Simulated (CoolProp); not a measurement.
n-perfluorobutane along the isotherm 450 K: fugacity coefficient from the reference equation and from simpler models built on Tc = 386.3 K, pc = 2322 kPa, ω = 0.372; each cubic takes its own stable root.

Model: reference Helmholtz-energy equation of state, Gao 2022, in CoolProp.

| p (kPa) | phase | reference | van der Waals | Soave-Redlich-Kwong | Peng-Robinson |
|---|---|---|---|---|---|
| 145 | gas | 0.9886 | 0.9873 | 0.9881 | 0.9861 |
| 290 | gas | 0.9772 | 0.9747 | 0.9764 | 0.9725 |
| 435 | gas | 0.9658 | 0.9621 | 0.9647 | 0.9589 |
| 581 | gas | 0.9544 | [?] | 0.9530 | 0.9455 |
| 726 | gas | [?] | 0.9369 | 0.9416 | [?] |
| 871 | gas | [?] | [?] | 0.9302 | 0.9192 |
| 1020 | gas | [?] | 0.9116 | 0.9186 | 0.9060 |
| 1160 | gas | [?] | [?] | 0.9078 | 0.8938 |

**Question.** Fill in the missing entries.

**Answer.** 
- 581, van der Waals: 0.9494
- 726, reference: 0.9431
- 726, Peng-Robinson: 0.9323
- 871, reference: 0.9319
- 871, van der Waals: 0.9244
- 1020, reference: 0.9204
- 1160, reference: 0.9096
- 1160, van der Waals: 0.8996
